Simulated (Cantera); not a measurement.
Cantera run, input and output.

```python
import numpy as np
import cantera as ct

gas = ct.Solution("gri30.yaml")


def delay(T, t_max=10):
    gas.TPX = T, 1000000, {'H2': 1, 'O2': 0.575, 'N2': 2.53}
    reactor = ct.IdealGasConstPressureReactor(gas, clone=False)
    net = ct.ReactorNet([reactor])
    net.rtol, net.atol = 1e-8, 1e-16
    while net.time < t_max:
        t_old, T_old = net.time, reactor.T
        net.step()
        if reactor.T > T + 400:  # ignition: a rise of 400 K
            return t_old + (T + 400 - T_old) / (reactor.T - T_old) * (net.time - t_old)
    return np.nan


taus = []
for T in [1075, 1175, 1275, 1375, 1475, 1575, 1675, 1775]:
    taus.append(delay(T))
    print(f"T0 = {T:6g} K   tau = {taus[-1]:.4e} s")
```

Output:

```
T0 =   1075 K   tau = 1.7687e-03 s
T0 =   1175 K   tau = 1.4683e-04 s
T0 =   1275 K   tau = 7.5604e-06 s
T0 =   1375 K   tau = 2.9912e-06 s
T0 =   1475 K   tau = 1.8146e-06 s
T0 =   1575 K   tau = 1.2799e-06 s
T0 =   1675 K   tau = 9.8529e-07 s
T0 =   1775 K   tau = 8.0949e-07 s
```

Detailed kinetics in Cantera: GRI-Mech 3.0 (53 species, 325 reactions). The hydrogen kinetics of GRI-Mech 3.0 are dated; newer H2 mechanisms differ, most at raised pressure. Where the delays flatten at high temperature, the 400 K rule measures the pace of heat release, not the induction time.
